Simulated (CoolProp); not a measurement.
A Linde-Hampson liquefier for methane: isothermal reversible compression at 300 K from 1 atm to 5 MPa, throttling to 1 atm, return gas leaving the recuperator 5 K below the feed. Each further row changes one setting.

Values from CoolProp's reference Helmholtz-energy equation of state, Setzmann 1991.

```
case                        liquid yield per pass  compression work (kJ/kg of gas)
--------------------------  ---------------------  -------------------------------
as stated                                       …                              594
high pressure 10 MPa                            …                                …
warm-end temperature 330 K                      …                                …
warm-end gap 10 K                               …                              594
```

Complete the blanks.


- as stated, liquid yield per pass: 0.042
- high pressure 10 MPa, liquid yield per pass: 0.097
- high pressure 10 MPa, compression work (kJ/kg of gas): 689
- warm-end temperature 330 K, liquid yield per pass: 0.029
- warm-end temperature 330 K, compression work (kJ/kg of gas): 657
- warm-end gap 10 K, liquid yield per pass: 0.030
